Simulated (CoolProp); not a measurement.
Computed with CoolProp (reference Helmholtz-energy equation of state, Lemmon 2006). It is a short technical equation, of lower accuracy than the large ones.

For isopentane, give the phase and the density (kg/m³), cp (kJ/(kg K)), cv (kJ/(kg K)), Joule-Thomson coefficient (K/MPa) at 342.2 K and 0.101 MPa.


- 342.2 K and 0.101 MPa: gas; density 2.63, cp 1.88, cv 1.75, Joule-Thomson coefficient 20.0
